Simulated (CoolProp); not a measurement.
Saturation properties of chloromethane (R40).

The numbers come from the reference Helmholtz-energy equation of state, Thol 2014 in CoolProp.

```json
[
 {"T (K)": "246.8", "p (MPa)": "0.09128", "vapour Z": "0.9670", "surface tension (mN/m)": "23.9"},
 {"T (K)": "259.5", "p (MPa)": "0.1556", "vapour Z": "0.9531", "surface tension (mN/m)": "21.7"},
 {"T (K)": "272.1", "p (MPa)": "0.2498", "vapour Z": "0.9363", "surface tension (mN/m)": "19.6"},
 {"T (K)": "284.7", "p (MPa)": "0.3826", "vapour Z": "0.9163", "surface tension (mN/m)": "17.5"},
 {"T (K)": "297.3", "p (MPa)": "0.5632", "vapour Z": "0.8929", "surface tension (mN/m)": "15.5"},
 {"T (K)": "310", "p (MPa)": "0.8033", "vapour Z": "0.8658", "surface tension (mN/m)": "13.5"},
 {"T (K)": "322.6", "p (MPa)": "1.109", "vapour Z": "0.8353", "surface tension (mN/m)": "11.6"},
 {"T (K)": "335.2", "p (MPa)": "1.494", "vapour Z": "0.8008", "surface tension (mN/m)": "9.73"},
 {"T (K)": "347.8", "p (MPa)": "1.968", "vapour Z": "0.7619", "surface tension (mN/m)": "7.92"},
 {"T (K)": "360.5", "p (MPa)": "2.549", "vapour Z": "0.7177", "surface tension (mN/m)": "6.17"},
 {"T (K)": "373.1", "p (MPa)": "3.240", "vapour Z": "0.6678", "surface tension (mN/m)": "4.52"},
 {"T (K)": "385.7", "p (MPa)": "4.060", "vapour Z": "0.6099", "surface tension (mN/m)": "2.97"},
 {"T (K)": "398.3", "p (MPa)": "5.025", "vapour Z": "0.5395", "surface tension (mN/m)": "1.56"},
 {"T (K)": "411", "p (MPa)": "6.163", "vapour Z": "0.4412", "surface tension (mN/m)": "0.351"}
]
```

It boils at 249.2 K under 1 atm.

Surface tension comes from a separate correlation (Mulero 2014).
